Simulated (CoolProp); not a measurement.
Vapour-liquid equilibrium of ethanol (1) + cyclohexane (2) at 1290 kPa; x and y are mole fractions of (1).

Computed with CoolProp (multi-fluid Helmholtz-energy mixture model, Schroeder 2014 and Zhou 2014; pair parameters Bell 2016).

Q: Give the bubble temperature and the first vapour's composition at x = 0.05, 0.25, 0.55. Is there an azeotrope?

A: x = 0.05: 458.6 K, y = 0.178; x = 0.25: 438.2 K, y = 0.481; x = 0.55: 431.6 K, y = 0.631. y crosses x between x = 0.65 and 0.75: the model has an azeotrope there.

Pair parameters are fitted to limited data, so mixtures are less certain than the pure fluids.
